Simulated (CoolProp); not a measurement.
n-perfluorohexane along the isotherm 285.6 K: Z from the reference equation and from simpler models built on Tc = 448.0 K, pc = 17.42 bar, ω = 0.497; each cubic takes its own stable root.

Values from CoolProp's reference Helmholtz-energy equation of state, Gao 2022.

```
p (bar)   phase  reference
-------  ------  ---------
3.27     liquid    0.02717
6.53     liquid    0.05422
9.8      liquid    0.08130
13.1     liquid     0.1086
16.3     liquid     0.1350
19.6     liquid     0.1622
22.9     liquid     0.1894
26.1     liquid     0.2157
```

Question: How far does each simpler model (Redlich-Kwong, Soave-Redlich-Kwong) lie from the reference over these 8 states: mean and median of the absolute difference, and the worst?

Answer: 
- Redlich-Kwong: mean 22.1 %, median 22.1 %, worst +23.0 % at 285.6 K and 3.27 bar
- Soave-Redlich-Kwong: mean 14.9 %, median 14.9 %, worst +15.1 % at 285.6 K and 3.27 bar
